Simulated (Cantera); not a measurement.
Input (Python, Cantera):

```python
import numpy as np
import cantera as ct

gas = ct.Solution("gri30.yaml")


def delay(T, t_max=10):
    gas.TPX = T, 670000, {'CH4': 1, 'H2': 0.059, 'O2': 3.12, 'N2': 11.7}
    reactor = ct.IdealGasConstPressureReactor(gas, clone=False)
    net = ct.ReactorNet([reactor])
    net.rtol, net.atol = 1e-8, 1e-16
    while net.time < t_max:
        t_old, T_old = net.time, reactor.T
        net.step()
        if reactor.T > T + 400:  # ignition: a rise of 400 K
            return t_old + (T + 400 - T_old) / (reactor.T - T_old) * (net.time - t_old)
    return np.nan


taus = []
for T in [925, 1000, 1075, 1150, 1225, 1300, 1375, 1450, 1525, 1600]:
    taus.append(delay(T))
    print(f"T0 = {T:6g} K   tau = {taus[-1]:.4e} s")
```

Result:

```
T0 =    925 K   tau = 1.7301e-01 s
T0 =   1000 K   tau = 3.7256e-02 s
T0 =   1075 K   tau = 1.2222e-02 s
T0 =   1150 K   tau = 5.1640e-03 s
T0 =   1225 K   tau = 2.3677e-03 s
T0 =   1300 K   tau = 1.1115e-03 s
T0 =   1375 K   tau = 5.3398e-04 s
T0 =   1450 K   tau = 2.6521e-04 s
T0 =   1525 K   tau = 1.3734e-04 s
T0 =   1600 K   tau = 7.4585e-05 s
```

Computed with Cantera and GRI-Mech 3.0 (53 species, 325 reactions). Below about 1000 K GRI-Mech 3.0 lacks low-temperature oxidation paths. Below about 950 K walls govern HO2 and H2O2 in real vessels.
